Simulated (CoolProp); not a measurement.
Properties of sulfur hexafluoride along the isobar 1.01 bar.

Model: reference Helmholtz-energy equation of state, Guder 2009, in CoolProp.

| T (°C) | phase | density (kg/m³) | cv (kJ/(kg K)) | conductivity (mW/(m K)) |
|---|---|---|---|---|
| 21.05 | gas | 6.103 | 0.6027 | 12.7 |
| 34.15 | gas | 5.833 | 0.6235 | ___ |
| 47.25 | gas | 5.587 | ___ | 14.7 |
| 60.45 | gas | 5.360 | 0.6619 | ___ |
| 73.55 | gas | 5.153 | 0.6794 | 16.6 |
| 86.65 | gas | 4.961 | ___ | 17.6 |
| 99.85 | gas | 4.782 | 0.7116 | 18.6 |
| 112.95 | gas | 4.617 | 0.7262 | 19.6 |

Question: Some entries are withheld; supply them.

Answer: 
- 34.15, conductivity (mW/(m K)): 13.7
- 47.25, cv (kJ/(kg K)): 0.6432
- 60.45, conductivity (mW/(m K)): 15.7
- 86.65, cv (kJ/(kg K)): 0.6959

Thermal conductivity comes from a separate model (Assael 2012).
